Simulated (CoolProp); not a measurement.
The fluid at 293.15 K and 18.3 MPa flows at 21 m/s in a round tube of 50 mm bore and 0.25 µm roughness, fully developed (64/Re and Nu = 3.66 if laminar; Colebrook and Gnielinski if turbulent). The same conditions are run with several fluids, on thermodynamics alone (safety and materials aside).

Computed with CoolProp (reference Helmholtz-energy equation of state of each fluid (propylene: Lemmon 2013; ethylbenzene: Zhou 2012; propane: Lemmon 2009; R123: Younglove 1994)).

### Question
Rank propylene, ethylbenzene, propane, R123 by Reynolds number, highest first.

### Answer
propylene (4650000), propane (4270000), R123 (2900000), ethylbenzene (1230000)

```
fluid         Darcy friction factor  pressure drop (Pa/m)  heat-transfer coefficient (W/(m² K))  mass flow (kg/h)
------------  ---------------------  --------------------  ------------------------------------  ----------------
propylene                   0.00939                 22900                                 24300             82000
ethylbenzene                 0.0114                 44100                                 16800            131000
propane                     0.00949                 22400                                 22400             79500
R123                         0.0100                 67100                                 18700            226000
```

Transport values come from each fluid's own correlations; those of propylene, ethylbenzene are estimates that may be off by 10 % or more.
